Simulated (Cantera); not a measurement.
**Transport properties of process gases**

Gas mixture: C3H8 : CO2 = 0.07 : 0.46 (molar parts), at 0.130 bar, frozen composition.

Cantera's kinetic-theory transport with the Lennard-Jones parameters of GRI-Mech 3.0, ideal gas; thermal conductivity in the multicomponent form. The composition is frozen, though it would react at the higher temperatures.

| T (K) | ρ (kg/m³) | cp (J/kg/K) | μ (µPa s) | λ (mW/m/K) | Pr | D (cm²/s) O | D (cm²/s) CH4 | D (cm²/s) H |
|---|---|---|---|---|---|---|---|---|
| 400 | 0.172 | 1096 | 18.1 | 25.8 | 0.770 | 3.14 | 2.18 | 12.3 |
| 650 | 0.106 | 1365 | 27.3 | 47.9 | 0.778 | 7.31 | 5.19 | 29.4 |
| 900 | 0.0765 | 1540 | 35.0 | 68.9 | 0.782 | 12.7 | 9.10 | 51.6 |
| 1150 | 0.0599 | 1656 | 41.7 | 88.2 | 0.783 | 19.2 | 13.8 | 78.3 |
| 1400 | 0.0492 | 1738 | 47.7 | 106 | 0.783 | 26.7 | 19.2 | 109 |
| 1650 | 0.0417 | 1798 | 53.3 | 123 | 0.783 | 35.1 | 25.3 | 144 |
| 1900 | 0.0362 | 1843 | 58.6 | 138 | 0.783 | 44.3 | 32.0 | 182 |
D: mixture-averaged diffusion coefficient of that species in the mixture.
